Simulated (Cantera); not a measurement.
Charge: 1 mol SiCl₄, 0.95 mol Cl₂, 13 mol N₂, held at 1623.15 K and 1.80 mbar.

These are equilibrium values from Cantera (NASA tables, ideal gas, pure condensed phases), not measurements of a reactor. Candidate condensed phases: Si, Si₃N₄; 13 gas species. The tables' values for SiCl₃ are old estimates; treat these amounts as uncertain. Equilibrium is a limit: real reactors are often held back by kinetics, nucleation or transport.

Base state: N₂ 0.813, Cl 0.122, SiCl₄ 0.0565, SiCl₃ 0.00499, Cl₂ 0.00171, SiCl₂ 0.00103 (mole fractions); condensed: gas only.

Task: What changes in the equilibrium state with this change: temperature from 1623.15 K to 1225 K?

Result: 
| species | before | after |
|---|---|---|
| N₂ | 0.813 | 0.856 |
| SiCl₄ | 0.0565 | 0.0658 |
| Cl₂ | 0.00171 | 0.0470 |
| Cl | 0.122 | 0.0312 |
| SiCl₂ | 0.00103 | <1e-9 |
| SiCl₃ | 0.00499 | 1.80e-6 |

Task: What changes in the equilibrium state with this change: pressure from 1.80 mbar to 0.430 bar?

Result: 
| species | before | after |
|---|---|---|
| N₂ | 0.813 | 0.852 |
| SiCl₄ | 0.0565 | 0.0655 |
| Cl₂ | 0.00171 | 0.0425 |
| Cl | 0.122 | 0.0396 |
| SiCl₂ | 0.00103 | 2.00e-7 |
| SiCl₃ | 0.00499 | 7.49e-5 |
